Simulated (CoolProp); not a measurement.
Vapour-liquid equilibrium of diethyl ether (1) + n-hexane (2) at 0.11 MPa; x and y are mole fractions of (1).

Model: multi-fluid Helmholtz-energy mixture model, Thol 2014 and Thol 2019; pair parameters Bell 2016, in CoolProp.

**Question.** Give the bubble temperature and the first vapour's composition at x = 0.05, 0.35, 0.8. Is there an azeotrope?

**Answer.** x = 0.05: 67.5 °C, y = 0.151; x = 0.35: 52.8 °C, y = 0.623; x = 0.8: 40.8 °C, y = 0.916. No azeotrope shows between x = 0.05 and 0.95.

Pair parameters are fitted to limited data, so mixtures are less certain than the pure fluids.
